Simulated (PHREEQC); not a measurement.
**Metal-bearing waste water**

A solution holds 0.0057 mol/kgw FeCl3, 0.00022 mol/kgw NiCl2 and 0.16 mol/kgw H2SO4, at 25 °C. Closed to the air; pH follows from the charge balance.

Equilibrium calculation in PHREEQC: ion-association model, wateq4f.dat.

Each row changes one thing in this solution. No solid was allowed to form.

```
case                                     pH  ionic strength (mol/kgw)  HSO4- (mol/kgw)  SO4-2 (mol/kgw)  FeSO4+ (mol/kgw)  FeHSO4+2 (mol/kgw)  SI of Hematite (Fe2O3)  SI of Goethite (FeOOH)
-------------------------------------  ----  ------------------------  ---------------  ---------------  ----------------  ------------------  ----------------------  ----------------------
as made                                0.83                     0.222            0.131           0.0233           0.00260             0.00248                   -0.18                   -1.09
NiCl2 from 0.00022 to 0.00011 mol/kgw  0.83                     0.222            0.131           0.0233           0.00260             0.00248                   -0.18                   -1.09
0.0061 mol/kgw KCl added               0.83                     0.228            0.131           0.0234           0.00259             0.00248                   -0.18                   -1.10
FeCl3 from 0.0057 to 0.00855 mol/kgw   0.83                     0.229            0.128           0.0229           0.00387             0.00373                   +0.17                   -0.92
diluted 5-fold with water              1.43                    0.0555           0.0204           0.0104          0.000835            0.000153                   +2.86                   +0.43
```

Complexes and solids missing from the database can't appear. Some of these states are supersaturated (in Hematite (slow to form), Goethite (slow to form), for instance).
